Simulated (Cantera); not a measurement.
# Reactions in the system Cr-H-N-O

Standard-state values (1 bar) from the NASA 1993 polynomials, evaluated with Cantera. Values are per mole of reaction as written; species without (g) are pure solids or liquids, kept so even where they would boil at 1 bar.

Cr₂N + 2 OH(g) → 2 Cr + NO(g) + H₂O(g)

| T (K) | ΔH° (kJ) | ΔS° (J/K) | ΔG° (kJ) | log10 K |
|---|---|---|---|---|
| 300 | -103.7 | 14.3 | -108.0 | 18.81 |
| 648 | -109.5 | 1.5 | -110.5 | 8.91 |
| 748 | -111.0 | -0.7 | -110.5 | 7.72 |
| 848 | -112.4 | -2.5 | -110.4 | 6.80 |
| 948 | -113.8 | -4.0 | -110.0 | 6.06 |
| 1048 | -115.1 | -5.3 | -109.6 | 5.46 |
| 1148 | -116.3 | -6.3 | -109.0 | 4.96 |
| 1248 | -117.3 | -7.2 | -108.3 | 4.53 |
